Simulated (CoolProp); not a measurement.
A closed Brayton cycle with carbon dioxide: compressor inlet 319.15 K and 9.5 MPa, high pressure 20.5 MPa, turbine inlet 950 K, compressor efficiency 0.8, turbine efficiency 0.9, recuperator effectiveness 0.95 (on enthalpy, no pinch check). Each further row changes one setting.

The numbers come from the reference Helmholtz-energy equation of state, Span 1996 in CoolProp.

| case | thermal efficiency (%) | net work (kJ/kg) | compressor to turbine work | compressor exit (K) | turbine exit (K) |
|---|---|---|---|---|---|
| as stated | 37.9 | 91.0 | 0.24 | 365.7 | 848.3 |
| turbine inlet 900 K | 36.5 | ? | ? | 365.7 | ? |
| compressor inlet 329.15 K | 37.5 | ? | ? | ? | 848.3 |
| high pressure 17.4 MPa | 35.4 | ? | 0.23 | 355.5 | 869.4 |
| recuperator effectiveness 0.5 | 18.2 | 91.0 | 0.24 | 365.7 | 848.3 |

Complete the blanks.


- turbine inlet 900 K, net work (kJ/kg): 84.2
- turbine inlet 900 K, compressor to turbine work: 0.26
- turbine inlet 900 K, turbine exit (K): 801.8
- compressor inlet 329.15 K, net work (kJ/kg): 81.9
- compressor inlet 329.15 K, compressor to turbine work: 0.32
- compressor inlet 329.15 K, compressor exit (K): 390.2
- high pressure 17.4 MPa, net work (kJ/kg): 73.8
